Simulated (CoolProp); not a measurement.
A single-stage vapour-compression cycle with R410A: evaporating at 233.15 K (dew point), condensing at 263.15 K (bubble point), superheat 0 K, subcooling 5 K, compressor efficiency 0.9, no pressure losses. Each further row changes one setting.

Values from CoolProp's reference Helmholtz-energy equation of state, Lemmon 2003. It is a pseudo-pure fit of the blend.

| case | cooling COP | pressure ratio | discharge temperature (K) | refrigerating effect (kJ/kg) | volumetric capacity (kJ/m³) |
|---|---|---|---|---|---|
| as stated | 6.33 | 3.29 | 286.7 | 227 | 1590 |
| evaporating temperature 238.15 K | 7.91 | ? | 282.0 | ? | ? |
| condensing temperature 258.15 K | ? | 2.75 | ? | 235 | 1640 |
| subcooling 10 K | 6.53 | 3.29 | 286.7 | 235 | 1640 |
| superheat 10 K | ? | 3.29 | 298.0 | 236 | 1560 |
| compressor efficiency 0.8 | 5.63 | 3.29 | 291.6 | 227 | 1590 |

Q: Some entries are withheld; supply them.

A: 
- evaporating temperature 238.15 K, pressure ratio: 2.63
- evaporating temperature 238.15 K, refrigerating effect (kJ/kg): 230
- evaporating temperature 238.15 K, volumetric capacity (kJ/m³): 1980
- condensing temperature 258.15 K, cooling COP: 7.76
- condensing temperature 258.15 K, discharge temperature (K): 278.3
- superheat 10 K, cooling COP: 6.22
